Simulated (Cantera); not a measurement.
Cantera with NASA thermochemical tables; ideal gases at 1 bar, condensed phases pure. Values are per mole of reaction as written; species without (g) are pure solids or liquids, kept so even where they would boil at 1 bar.

Task: Between 300 and 1150 K, where is each reaction favourable under standard conditions?
- 6 HCN(g) + 10 H(g) = 2 C3H8(g) + 3 N2(g)
- 2 C2H6(g) = C3H8(g) + CH4(g)
- 2 CH4(g) = C2H4(g) + 2 H2(g)

Result: 
- 6 HCN(g) + 10 H(g) = 2 C3H8(g) + 3 N2(g): ΔG° is -2827 kJ at 300 K and -1670 kJ at 1150 K; it stays negative (K > 1). ΔH° is -3290 kJ and ΔS° -1409 J/K at 1150 K.
- 2 C2H6(g) = C3H8(g) + CH4(g): ΔG° is -11 kJ at 300 K and -12 kJ at 1150 K; it stays negative (K > 1). ΔH° is -9 kJ and ΔS° 3 J/K at 1150 K.
- 2 CH4(g) = C2H4(g) + 2 H2(g): ΔG° is 169 kJ at 300 K and 60 kJ at 1150 K; it stays positive (K < 1). ΔH° is 217 kJ and ΔS° 137 J/K at 1150 K.
